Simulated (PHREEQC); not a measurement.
Consider water at 10 °C with 0.0072 mol/kgw HF, 0.00053 mol/kgw CaCl2 and 0.0014 mol/kgw MnSO4. Closed to the air; pH follows from the charge balance.

Model: ion-association model, phreeqc.dat, run in PHREEQC.

| quantity | before | after |
|---|---|---|
| pH | 2.69 | 4.18 |
| ionic strength (mol/kgw) | 0.00869 | 0.000139 |
| Mn+2 (mol/kgw) | 0.00129 | 1.40e-5 |
| SO4-2 (mol/kgw) | 0.00114 | 1.39e-5 |
| HSO4- (mol/kgw) | 0.000125 | 6.32e-8 |
| MnSO4 (mol/kgw) | 9.27e-5 | 2.30e-8 |

Problem. What was changed between the two runs?
A) 0.00023 mol/kgw HBr added
B) diluted 2-fold with water
C) HF left out
D) temperature from 10 to 35 °C
E) diluted 100-fold with water

Solution. E, diluted 100-fold with water

This is a speciation only: nothing precipitates in the calculation. Some of these states are supersaturated (in Fluorite, for instance). Constants without temperature data keep their 25 °C values here.
